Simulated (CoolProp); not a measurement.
The numbers come from the reference Helmholtz-energy equation of state, Gao 2016 in CoolProp.

Q: For sulfur dioxide, give the phase and the cp (kJ/(kg K)), speed of sound (m/s), expansivity (1/kK) at 146.95 °C and 12700 kPa.

A: 
- 146.95 °C and 12700 kPa: liquid; cp 1.87, speed of sound 426, expansivity 5.73
